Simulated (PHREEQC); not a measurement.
Make-up at 25 °C: 0.023 mol TMAH and 5.4e-05 mol K2SiO3 per kg of water. It is in equilibrium with CO2 at log p = -3.4 (atm). Otherwise closed; pH follows from the charge balance.

All values are PHREEQC results (ion-association model, wateq4f.dat), not measurements.

pH: 9.39
ionic strength: 0.0261 mol/kgw
total alkalinity: 23.1 meq/kg

```
species   molality  activity   log γ
--------  --------  --------  ------
(CH3)4N+    0.0230    0.0197  -0.068
HCO3-       0.0170    0.0147  -0.064
CO3-2      0.00303   0.00168  -0.256
K+        0.000108   9.21e-5  -0.069
H4SiO4     3.80e-5   3.82e-5   0.003
OH-        2.86e-5   2.44e-5  -0.070
```

Precipitation was switched off in this run. (CH3)4N+ isn't in the database: it is added as a free cation with an ion size of 4 Å.
